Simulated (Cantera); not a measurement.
Feed: 1 mol Si, 6.6 mol Cl2, equilibrated at 13300 Pa.

Equilibrium computed with Cantera from the NASA thermochemical tables; the gas is ideal and each condensed phase is pure. Candidate condensed phases: Si; 9 gas species. Kinetics and transport are ignored. All values below are at 1300 K.

Base state: Cl2 0.794, SiCl4 0.176, Cl 0.0303 (mole fractions); condensed: gas only.

Task: What changes in the equilibrium state with this change: 0.027 mol CH4 added?

Result: 
```tsv
species	before	after
Cl2	0.794	0.777
SiCl4	0.176	0.174
Cl	0.0303	0.0299
HCl	0	0.0188
CCl4	0	4.75e-5
C(graphite), mol	0	0.0267
```
Further candidate phases: C, C6H6, C7H8, C8H18, SiC.
